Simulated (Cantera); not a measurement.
Input: 1 mol C₂H₆, 0.073 mol H₂O, at 1348.15 K and 0.0110 bar.

Cantera equilibrium calculation (NASA polynomials, part measured and part estimated; ideal gas, pure solids and liquids). Kinetics and transport are ignored.

```csv
species,before,after
H₂,0.977,0.987
CO,0.0232,0.0127
CH₄,6.12e-5,6.25e-5
H,2.18e-5,2.20e-5
"C(graphite), mol",1.93,1.96
```
Gas species are given as mole fractions.

Problem. Name the change that produced these shifts.
A. pressure from 0.0110 bar to 6.80 bar
B. temperature from 1348.15 K to 698 K
C. 0.12 mol CO₂ added
D. H₂O from 0.073 to 0.039 mol

Solution. D, H₂O from 0.073 to 0.039 mol
